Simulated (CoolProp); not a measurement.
Vapour-liquid equilibrium of R13 (1) + R113 (2) at 0.45 °C; x and y are mole fractions of (1).

Values from CoolProp's multi-fluid Helmholtz-energy mixture model, Platzer 1990 and Marx 1992; pair parameters Bell 2016. This equation is an older, rougher fit; its heat capacities, sound speeds and derivatives of the liquid may be far off and weren't checked against measurements.

```json
[
 {"x": "0.05", "bubble pressure, mixture model (MPa)": "0.1382", "bubble pressure, Raoult's law (MPa)": "0.1143", "y, mixture model": "___", "y, Raoult's law": "0.872"},
 {"x": "0.15", "bubble pressure, mixture model (MPa)": "0.3670", "bubble pressure, Raoult's law (MPa)": "0.3121", "y, mixture model": "0.958", "y, Raoult's law": "0.958"},
 {"x": "0.25", "bubble pressure, mixture model (MPa)": "0.5761", "bubble pressure, Raoult's law (MPa)": "0.5099", "y, mixture model": "0.973", "y, Raoult's law": "0.977"},
 {"x": "0.35", "bubble pressure, mixture model (MPa)": "0.7688", "bubble pressure, Raoult's law (MPa)": "0.7078", "y, mixture model": "0.980", "y, Raoult's law": "0.986"},
 {"x": "0.45", "bubble pressure, mixture model (MPa)": "0.9484", "bubble pressure, Raoult's law (MPa)": "0.9056", "y, mixture model": "0.984", "y, Raoult's law": "0.991"},
 {"x": "0.55", "bubble pressure, mixture model (MPa)": "___", "bubble pressure, Raoult's law (MPa)": "1.103", "y, mixture model": "___", "y, Raoult's law": "0.994"},
 {"x": "0.65", "bubble pressure, mixture model (MPa)": "___", "bubble pressure, Raoult's law (MPa)": "1.301", "y, mixture model": "0.990", "y, Raoult's law": "0.996"},
 {"x": "0.75", "bubble pressure, mixture model (MPa)": "1.452", "bubble pressure, Raoult's law (MPa)": "1.499", "y, mixture model": "0.992", "y, Raoult's law": "0.997"},
 {"x": "0.85", "bubble pressure, mixture model (MPa)": "___", "bubble pressure, Raoult's law (MPa)": "1.697", "y, mixture model": "0.994", "y, Raoult's law": "0.999"},
 {"x": "0.95", "bubble pressure, mixture model (MPa)": "1.853", "bubble pressure, Raoult's law (MPa)": "1.895", "y, mixture model": "0.998", "y, Raoult's law": "1.000"}
]
```

Question: Fill in the missing entries.

Answer: 
- 0.05, y, mixture model: 0.888
- 0.55, bubble pressure, mixture model (MPa): 1.119
- 0.55, y, mixture model: 0.987
- 0.65, bubble pressure, mixture model (MPa): 1.284
- 0.85, bubble pressure, mixture model (MPa): 1.634

The largest gap from Raoult's law is +20.9 % in bubble pressure, at x = 0.05. No azeotrope shows between x = 0.05 and 0.95.

Pair parameters are fitted to limited data, so mixtures are less certain than the pure fluids. The gap from Raoult's law changes sign with composition, which may be real or a fault of the pair parameters; it wasn't checked against measurements.
